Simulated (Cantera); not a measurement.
A perfectly stirred reactor is fed with C₃H₈ : O₂ : N₂ = 1 : 2.78 : 10.4 (molar parts), equivalence ratio 1.8, at 6.70 bar; it is adiabatic with a 450 K inlet, and is followed from long to short residence time, starting on the burning branch (τ in s: 0.027, 0.01, 0.0041, 0.0016, 0.00063, 0.00025, 9.6e-05, 3.8e-05, 1.5e-05).

Computed with Cantera and GRI-Mech 3.0 (53 species, 325 reactions). GRI-Mech 3.0 was tuned for natural gas; its chemistry of propane as a main component is partial and can be far from experiment.

Problem. What does this change do: O2 2.78 to 1.8 parts?

Solution. 
```
quantity                                                                       before                               after
------------------------------------------------  -----------------------------------  ----------------------------------
blow-out, bracketed by the residence times tried  burning at 0.250 ms, out at 96.0 µs  burning at 4.10 ms, out at 1.60 ms
x(C₃H₈) at τ = 27.0 ms                                                        2.39e-6                            0.000580
x(O₂) at τ = 27.0 ms                                                         0.000457                             0.00497
x(OH) at τ = 27.0 ms                                                          1.84e-5                             2.25e-7
x(CO₂) at τ = 27.0 ms                                                          0.0406                              0.0237
x(CH₂CO) at τ = 27.0 ms                                                       2.76e-5                             0.00111
x(C₃H₈) at τ = 0.630 ms                                                       9.78e-5                              0.0758
x(O₂) at τ = 0.630 ms                                                         0.00769                               0.136
x(OH) at τ = 0.630 ms                                                         5.78e-5                              <1e-12
x(CO₂) at τ = 0.630 ms                                                         0.0386                              <1e-12
x(CH₂CO) at τ = 0.630 ms                                                     0.000401                              <1e-12
```
